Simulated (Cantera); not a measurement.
Feed: 1 mol Si₃H₈, 16 mol H₂, at 830 Pa.

Method: chemical equilibrium by Gibbs-energy minimisation in Cantera with the NASA 1993 tables (ideal gas, pure condensed phases). Candidate condensed phases: Si; 9 gas species. The feed counts by its element totals alone. Gases not in the tables: Si₂H₆ and higher silanes. Rates play no part.

x: gas mole fraction; n: condensed amount in mol.

```json
[
 {"T (K)": "1248", "x H₂": "1.000", "x H": "5.13e-6", "x Si": "9.34e-10", "x SiH": "9.50e-10", "x SiH₂": "3.02e-8", "n Si(s)": "3.00", "n Si(l)": "0"},
 {"T (K)": "1323", "x H₂": "1.000", "x H": "1.74e-5", "x Si": "1.07e-8", "x SiH": "7.14e-9", "x SiH₂": "1.13e-7", "n Si(s)": "3.00", "n Si(l)": "0"},
 {"T (K)": "1398", "x H₂": "1.000", "x H": "?", "x Si": "?", "x SiH": "?", "x SiH₂": "?", "n Si(s)": "3.00", "n Si(l)": "0"},
 {"T (K)": "1473", "x H₂": "1.000", "x H": "0.000139", "x Si": "6.60e-7", "x SiH": "2.16e-7", "x SiH₂": "1.05e-6", "n Si(s)": "3.00", "n Si(l)": "0"},
 {"T (K)": "1548", "x H₂": "1.000", "x H": "0.000338", "x Si": "3.83e-6", "x SiH": "9.24e-7", "x SiH₂": "2.73e-6", "n Si(s)": "3.00", "n Si(l)": "0"},
 {"T (K)": "1623", "x H₂": "0.999", "x H": "0.000758", "x Si": "1.88e-5", "x SiH": "3.44e-6", "x SiH₂": "6.46e-6", "n Si(s)": "3.00", "n Si(l)": "0"},
 {"T (K)": "1698", "x H₂": "0.998", "x H": "?", "x Si": "?", "x SiH": "?", "x SiH₂": "?", "n Si(s)": "0", "n Si(l)": "3.00"},
 {"T (K)": "1773", "x H₂": "0.997", "x H": "0.00312", "x Si": "0.000257", "x SiH": "2.88e-5", "x SiH₂": "2.46e-5", "n Si(s)": "0", "n Si(l)": "2.99"}
]
```

**Question.** Complete the blanks.

**Answer.** 
- 1698, x H: 0.00159
- 1698, x Si: 7.91e-5
- 1698, x SiH: 1.12e-5
- 1698, x SiH₂: 1.39e-5
- 1398, x H: 5.19e-5
- 1398, x Si: 9.39e-8
- 1398, x SiH: 4.31e-8
- 1398, x SiH₂: 3.66e-7
